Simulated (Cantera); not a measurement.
A Cantera script and what it prints.

```python
import numpy as np
import cantera as ct

gas_names = """
    O O2 O3 S SO SO2 SO3 S2 S2O S8
""".split()
cond_names = """
    S(cr1) S(cr2) S(L)
""".split()


# ... load() reads the species with a 1 bar reference pressure and builds the phases ...
atoms = {
    'S': {'S': 1},
    'SO2': {'S': 1, 'O': 2},
}
top_T = {}  # K; cautious upper limits of use, not melting points


# ... equilibrate(T, P, feed) seeds the gas with the atoms and calls Mixture.equilibrate('TP', solver="vcs", rtol=1e-11, max_steps=5000) ...
results = []
feed = {'S': 1, 'SO2': 0.08}  # mol
T = 1050  # K
P = 12  # Pa
mix = equilibrate(T, P, feed)
results.append((T, P, feed, dict(zip(mix.species_names, mix.species_moles))))
print(gas.report(threshold=1e-06))
for i in range(1, mix.n_phases):
    print(f"{mix.phase(i).name:16s} {mix.phase_moles(i):12.5e} mol")
```

Output:

```
       temperature   1050 K
          pressure   12 Pa
           density   8.8157e-05 kg/m^3
  mean mol. weight   64.136 kg/kmol
   phase of matter   gas

                          1 kg             1 kmol
                     ---------------   ---------------
          enthalpy        1.5294e+06        9.8089e+07  J
   internal energy        1.3933e+06        8.9358e+07  J
           entropy            5553.4        3.5617e+05  J/K
    Gibbs function       -4.3017e+06       -2.7589e+08  J
 heat capacity c_p            621.47             39858  J/K
 heat capacity c_v            491.83             31544  J/K

                      mass frac. Y      mole frac. X     chem. pot. / RT
                     ---------------   ---------------   ---------------
                 S        1.0093e-06        2.0191e-06           -12.094
                SO        0.00033741        0.00045028           -44.975
               SO2           0.13661           0.13677           -77.857
                S2           0.86059            0.8608           -24.188
               S2O         0.0024629         0.0019716           -57.069
     [   +5 minor]        5.8109e-10        4.6559e-10

S(L)              0.00000e+00 mol
```

Cantera equilibrium calculation (NASA polynomials, part measured and part estimated; ideal gas, pure solids and liquids). Gases not in the tables: S3 to S7.
